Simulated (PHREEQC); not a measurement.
**Copper plating or etch bath: an equilibrium model**

A solution holds 0.052 mol/kgw Cu(NO3)2 and 0.021 mol/kgw FeCl3, at 57 °C. Closed to the air; pH follows from the charge balance.

Model: ion-association model, wateq4f.dat, run in PHREEQC.

No solid was allowed to form.

Problem. Estimate the pH, ionic strength.

Solution. pH 2.00; ionic strength 0.242 mol/kgw.

Problem. In which forms is Cl present?

Solution. Cl- 81 %, CuCl+ 11 %, FeCl+2 6.9 % of the Cl.

The solution is supersaturated, for example in Hematite (slow to form), Goethite (slow to form), so a real one may precipitate; this is no full list. Complexes and solids missing from the database can't appear. Constants without temperature data keep their 25 °C values here.
